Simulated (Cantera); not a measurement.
A Cantera script and its output.

```python
import numpy as np
import cantera as ct

gas = ct.Solution("gri30.yaml")
gas.TPX = 1473, 3400, {'C2H6': 1, 'N2': 61}
inlet = ct.Reservoir(gas, clone=True)

reactor = ct.IdealGasConstPressureReactor(gas, energy="off", clone=False)
exhaust = ct.Reservoir(gas, clone=True)
tau = [1.5, 0.56, 0.21, 0.081, 0.031, 0.012, 0.0046, 0.0017, 0.00067, 0.00025][0]
for a, b in ((inlet, reactor), (reactor, exhaust)):
    ct.MassFlowController(a, b, mdot=lambda t: reactor.mass / tau)
net = ct.ReactorNet([reactor])
show = ['C2H6', 'C2H4', 'CH2', 'C2H2', 'HCN', 'CH3', 'H']

rows = []
print(f"{'tau/s':>10s}{'T/K':>9s}" + "".join(f"{s:>11s}" for s in show))
for tau in [1.5, 0.56, 0.21, 0.081, 0.031, 0.012, 0.0046, 0.0017, 0.00067, 0.00025]:
    net.initial_time = 0.0
    net.advance(30 * tau)
    before = gas.X
    net.advance(40 * tau)
    drift = np.max(np.abs(gas.X - before) / (gas.X + 1e-9))
    rows.append([gas.T, *gas[show].X, drift])
    print(f"{tau:10.3e}{gas.T:9.1f}" + "".join(f"{x:11.3e}" for x in gas[show].X))
```

It prints:

```
     tau/s      T/K       C2H6       C2H4        CH2       C2H2        HCN        CH3          H
 1.500e+00   1473.0  4.772e-05  2.398e-04  2.373e-07  1.415e-02  4.246e-06  1.282e-04  7.428e-05
 5.600e-01   1473.0  1.124e-04  5.220e-04  4.079e-07  1.349e-02  3.176e-06  1.975e-04  8.545e-05
 2.100e-01   1473.0  2.656e-04  1.115e-03  6.753e-07  1.240e-02  2.285e-06  3.026e-04  9.626e-05
 8.100e-02   1473.0  6.148e-04  2.218e-03  1.063e-06  1.066e-02  1.616e-06  4.563e-04  1.056e-04
 3.100e-02   1473.0  1.433e-03  3.983e-03  1.602e-06  7.976e-03  1.115e-06  6.890e-04  1.114e-04
 1.200e-02   1473.0  3.238e-03  5.782e-03  2.200e-06  4.614e-03  7.421e-07  1.016e-03  1.093e-04
 4.600e-03   1473.0  6.692e-03  5.843e-03  2.551e-06  1.674e-03  4.488e-07  1.360e-03  9.589e-05
 1.700e-03   1473.0  1.130e-02  3.322e-03  2.170e-06  2.764e-04  2.152e-07  1.400e-03  7.028e-05
 6.700e-04   1473.0  1.443e-02  1.018e-03  1.135e-06  1.976e-05  6.277e-08  9.632e-04  3.950e-05
 2.500e-04   1473.0  1.573e-02  1.289e-04  2.454e-07  3.158e-07  3.136e-09  4.521e-04  1.187e-05
```

Computed with Cantera and GRI-Mech 3.0 (53 species, 325 reactions). GRI-Mech 3.0 stops at C3 and has no aromatics, soot or wall deposition, so with more carbon than oxygen in the feed, carbon stays in small species such as C2H2 where larger ones or solid carbon would form. Radical loss at walls, strong at low pressure, is not modelled.
